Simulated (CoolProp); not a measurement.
Properties of ethanol along the isotherm 588.7 K.

The numbers come from the reference Helmholtz-energy equation of state, Schroeder 2014 in CoolProp.

```
p (MPa)          phase  speed of sound (m/s)  expansivity (1/kK)
-------  -------------  --------------------  ------------------
4.48               gas                 308.7               3.012
8.95     supercritical                 267.6               6.464
13.4     supercritical                 245.0               12.02
17.9     supercritical                 313.6               8.079
22.4     supercritical                 392.0               5.668
26.9     supercritical                 461.6               4.398
31.3     supercritical                 521.9               3.632
35.8     supercritical                 576.4               3.110
40.3     supercritical                 625.0               2.742
44.8     supercritical                 668.8               2.471
49.2     supercritical                 707.8               2.266
53.7     supercritical                 744.5               2.099
58.2     supercritical                 778.5               1.963
62.7     supercritical                 810.3               1.850
```
